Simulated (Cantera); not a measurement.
What does this Cantera script print?

```python
import numpy as np
import cantera as ct

gas_names = [...]  # 95 gases of nasa_gas.yaml made of C, F, H
cond_names = """
    C(gr) C6H6(L) C7H8(L) C8H18(L),n-octa
""".split()


# ... load() reads the species with a 1 bar reference pressure and builds the phases ...
atoms = {
    'CH2F2': {'C': 1, 'H': 2, 'F': 2},
    'H2': {'H': 2},
}
top_T = {'C(gr)': 4500}  # K; cautious upper limits of use, not melting points


# ... equilibrate(T, P, feed) seeds the gas with the atoms and calls Mixture.equilibrate('TP', solver="vcs", rtol=1e-11, max_steps=5000) ...
results = []
T = 2350  # K
P = 1  # Pa
for m in [0.26, 0.32, 0.39, 0.47, 0.57, 0.7, 0.85, 1, 1.3, 1.5, 1.9, 2.3, 2.7]:
    feed = {'CH2F2': 1, 'H2': m}  # mol
    mix = equilibrate(T, P, feed)
    results.append((T, P, feed, dict(zip(mix.species_names, mix.species_moles))))
    x = sorted(zip(gas.X, gas.species_names), reverse=True)
    print(f"T = {T:g} K  P = {P:g} Pa  n(H2) = {m:g} mol  gas = {mix.phase_moles(0):.4g} mol")
    print("   x: " + "  ".join(f"{s} {v:.3e}" for v, s in x if v > 1e-06))
    print("   condensed (mol): " + ("  ".join(f"{mix.phase(i).name} {mix.phase_moles(i):.4g}"
          for i in range(1, mix.n_phases) if mix.phase_moles(i) > 1e-12) or "none"))
```

It prints:

```
T = 2350 K  P = 1 Pa  n(H2) = 0.26 mol  gas = 2.69 mol
   x: HF 6.828e-01  H 2.461e-01  F 5.952e-02  C3 4.129e-03  H2 3.895e-03  C 1.854e-03  CF 1.187e-03  C2 3.701e-04  C2H 6.942e-05  C2H2,acetylene 2.149e-05  CF2 1.228e-05  C5 6.140e-06  C4 1.352e-06
   condensed (mol): C(gr) 0.9559
T = 2350 K  P = 1 Pa  n(H2) = 0.32 mol  gas = 2.793 mol
   x: HF 6.629e-01  H 2.727e-01  F 5.216e-02  H2 4.780e-03  C3 4.129e-03  C 1.854e-03  CF 1.040e-03  C2 3.701e-04  C2H 7.691e-05  C2H2,acetylene 2.637e-05  CF2 9.427e-06  C5 6.140e-06  C4 1.352e-06
   condensed (mol): C(gr) 0.9545
T = 2350 K  P = 1 Pa  n(H2) = 0.39 mol  gas = 2.917 mol
   x: HF 6.394e-01  H 3.019e-01  F 4.544e-02  H2 5.860e-03  C3 4.129e-03  C 1.854e-03  CF 9.062e-04  C2 3.701e-04  C2H 8.516e-05  C2H2,acetylene 3.233e-05  CF2 7.154e-06  C5 6.140e-06  C4 1.352e-06
   condensed (mol): C(gr) 0.9528
T = 2350 K  P = 1 Pa  n(H2) = 0.47 mol  gas = 3.061 mol
   x: HF 6.131e-01  H 3.330e-01  F 3.951e-02  H2 7.128e-03  C3 4.129e-03  C 1.854e-03  CF 7.879e-04  C2 3.701e-04  C2H 9.391e-05  C2H2,acetylene 3.933e-05  C5 6.140e-06  CF2 5.408e-06  C4 1.352e-06
   condensed (mol): C(gr) 0.9508
T = 2350 K  P = 1 Pa  n(H2) = 0.57 mol  gas = 3.244 mol
   x: HF 5.819e-01  H 3.683e-01  F 3.390e-02  H2 8.721e-03  C3 4.129e-03  C 1.854e-03  CF 6.761e-04  C2 3.701e-04  C2H 1.039e-04  C2H2,acetylene 4.812e-05  C5 6.140e-06  CF2 3.982e-06  C4 1.352e-06
   condensed (mol): C(gr) 0.9481
T = 2350 K  P = 1 Pa  n(H2) = 0.7 mol  gas = 3.486 mol
   x: HF 5.446e-01  H 4.090e-01  F 2.857e-02  H2 1.075e-02  C3 4.129e-03  C 1.854e-03  CF 5.698e-04  C2 3.701e-04  C2H 1.154e-04  C2H2,acetylene 5.933e-05  C5 6.140e-06  CF2 2.828e-06  C4 1.352e-06  CH 1.077e-06
   condensed (mol): C(gr) 0.9444
T = 2350 K  P = 1 Pa  n(H2) = 0.85 mol  gas = 3.768 mol
   x: HF 5.062e-01  H 4.496e-01  F 2.416e-02  H2 1.300e-02  C3 4.129e-03  C 1.854e-03  CF 4.818e-04  C2 3.701e-04  C2H 1.268e-04  C2H2,acetylene 7.170e-05  C5 6.140e-06  CF2 2.022e-06  C4 1.352e-06  CH 1.183e-06
   condensed (mol): C(gr) 0.9401
T = 2350 K  P = 1 Pa  n(H2) = 1 mol  gas = 4.051 mol
   x: H 4.846e-01  HF 4.724e-01  F 2.092e-02  H2 1.510e-02  C3 4.129e-03  C 1.854e-03  CF 4.172e-04  C2 3.701e-04  C2H 1.367e-04  C2H2,acetylene 8.329e-05  C5 6.140e-06  CF2 1.516e-06  C4 1.352e-06  CH 1.276e-06
   condensed (mol): C(gr) 0.9357
T = 2350 K  P = 1 Pa  n(H2) = 1.3 mol  gas = 4.619 mol
   x: H 5.416e-01  HF 4.161e-01  H2 1.886e-02  F 1.649e-02  C3 4.129e-03  C 1.854e-03  C2 3.701e-04  CF 3.288e-04  C2H 1.527e-04  C2H2,acetylene 1.040e-04  C5 6.140e-06  CH 1.426e-06  C4 1.352e-06
   condensed (mol): C(gr) 0.9267
T = 2350 K  P = 1 Pa  n(H2) = 1.5 mol  gas = 5 mol
   x: H 5.723e-01  HF 3.853e-01  H2 2.105e-02  F 1.445e-02  C3 4.129e-03  C 1.854e-03  C2 3.701e-04  CF 2.881e-04  C2H 1.614e-04  C2H2,acetylene 1.162e-04  C5 6.140e-06  CH 1.506e-06  C4 1.352e-06
   condensed (mol): C(gr) 0.9207
T = 2350 K  P = 1 Pa  n(H2) = 1.9 mol  gas = 5.761 mol
   x: H 6.213e-01  HF 3.354e-01  H2 2.482e-02  F 1.158e-02  C3 4.129e-03  C 1.854e-03  C2 3.701e-04  CF 2.310e-04  C2H 1.752e-04  C2H2,acetylene 1.369e-04  C5 6.140e-06  CH 1.636e-06  C4 1.352e-06
   condensed (mol): C(gr) 0.9085
T = 2350 K  P = 1 Pa  n(H2) = 2.3 mol  gas = 6.523 mol
   x: H 6.588e-01  HF 2.968e-01  H2 2.790e-02  F 9.665e-03  C3 4.129e-03  C 1.854e-03  C2 3.701e-04  CF 1.928e-04  C2H 1.858e-04  C2H2,acetylene 1.539e-04  C5 6.140e-06  CH 1.734e-06  C4 1.352e-06
   condensed (mol): C(gr) 0.8963
T = 2350 K  P = 1 Pa  n(H2) = 2.7 mol  gas = 7.285 mol
   x: H 6.883e-01  HF 2.661e-01  H2 3.046e-02  F 8.294e-03  C3 4.129e-03  C 1.854e-03  C2 3.701e-04  C2H 1.941e-04  C2H2,acetylene 1.680e-04  CF 1.654e-04  C5 6.140e-06  CH 1.812e-06  C4 1.352e-06
   condensed (mol): C(gr) 0.8841
```

Cantera equilibrium calculation (NASA polynomials, part measured and part estimated; ideal gas, pure solids and liquids).
